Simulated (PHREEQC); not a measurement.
A made-up water analysis in mmol/kgw, 25 °C, pH 8.49, pe 8.7: Na 1.6; K 1.27; Ca 0.219; Mg 0.481; Cl 3.15; S(6) 0.424; Alkalinity (meq/kgw) 0.237; O(0) (counted as O atoms) 0.0274.

Valence states are taken as typed.

The numbers come from PHREEQC with the ion-association model, phreeqc.dat.

Precipitation was switched off in this run.

Q: Order these S species by the share of S that they hold, largest first: CaSO4, KSO4-, NaSO4-, MgSO4, SO4-2.

A: SO4-2 (92 %), MgSO4 (5.4 %), CaSO4 (1.9 %), KSO4- (0.60 %), NaSO4- (0.54 %)

The pH is 8.49 and the ionic strength 0.00524 mol/kgw.
